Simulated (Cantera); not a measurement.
A closed system holds: 1 mol C₃H₈, 2.8 mol NH₃, 7.4 mol H₂, 1.4 mol CO₂, held at 1.00 bar.

Method: chemical equilibrium by Gibbs-energy minimisation in Cantera with the NASA 1993 tables (ideal gas, pure condensed phases). Candidate condensed phases: C, C₆H₆, C₇H₈, C₈H₁₈, H₂O; 136 gas species. The numbers say what is thermodynamically allowed, not how fast it happens.

Task: What share of the C ends up in condensed phases as a function of T (°C), at 752, 802, 852, 902, 952, 1002, 1052?

Result: 
```
T (°C)  C condensed (%)           as
------  ---------------  -----------
752                31.3  C(graphite)
802                31.6  C(graphite)
852                32.3  C(graphite)
902                33.2  C(graphite)
952                33.9  C(graphite)
1002               34.5  C(graphite)
1052               34.9  C(graphite)
```
